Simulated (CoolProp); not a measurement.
Vapour-liquid equilibrium of isopentane (1) + R365MFC (2) at 136.55 °C; x and y are mole fractions of (1).

Values from CoolProp's multi-fluid Helmholtz-energy mixture model, Lemmon 2006 and Lemmon 2016; pair parameters Bell 2016.

**Question.** Give the bubble pressure and the first vapour's composition at x = 0.15, 0.25, 0.45. Is there an azeotrope?

**Answer.** x = 0.15: 1549 kPa, y = 0.230; x = 0.25: 1661 kPa, y = 0.334; x = 0.45: 1788 kPa, y = 0.492. y crosses x between x = 0.55 and 0.65: the model has an azeotrope there.

Pair parameters are fitted to limited data, so mixtures are less certain than the pure fluids.
